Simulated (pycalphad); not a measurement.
Source of the numbers: pycalphad with the COST 507 light-alloy database (1999); pressure 1 atm. These are 1990s assessments: newer ones move some temperatures and phases. Amounts are mole fractions of atoms.

Question: Give the equilibrium state of Mg-0.205Si-14.28Al (wt.%) at 152 °C.

Answer: hcp, fraction 0.709, with <0.01 Si, 1.9 Al wt.%; ALMG_GAMMA, fraction 0.286, with no Si, 43.9 Al wt.%; MG2SI, fraction 0.005, with 36.6 Si, no Al wt.%.

Question: Give the equilibrium state of Mg-0.205Si-14.28Al (wt.%) at 502 °C.

Answer: hcp, fraction 0.620, with <0.01 Si, 7.8 Al wt.%; liquid, fraction 0.379, with 0.38 Si, 24.7 Al wt.%; MG2SI, fraction 0.002, with 36.6 Si, no Al wt.%.

Database names, with the compositions (at.%) that they take in these runs: MG2SI: Mg 67 Si 33; ALMG_GAMMA: Mg 59 Al 40. An entry "none" or "no" means that the model of the phase leaves that element out.
